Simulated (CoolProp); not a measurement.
A simple Rankine cycle with R142b: condensing at 321.15 K, boiler at 2.85 MPa, turbine inlet 430.1 K, turbine efficiency 0.6, pump efficiency 0.7, no recuperator. Each further row changes one setting.

The numbers come from the reference Helmholtz-energy equation of state, Lemmon 2006 in CoolProp. It is a short technical equation, of lower accuracy than the large ones.

```csv
case,thermal efficiency (%),net work (kJ/kg),heat in (kJ/kg),turbine exit temperature (K),volume ratio over the turbine
as stated,8.0,21.6,269,382.3,4.80
turbine inlet 450.1 K,8.1,23.8,294,404.8,4.65
condensing temperature 313.15 K,9.0,25.1,280,377.2,5.94
boiler pressure 1.99 MPa,6.5,18.3,281,397.5,3.17
turbine efficiency 0.5,6.5,17.5,269,386.4,4.86
```
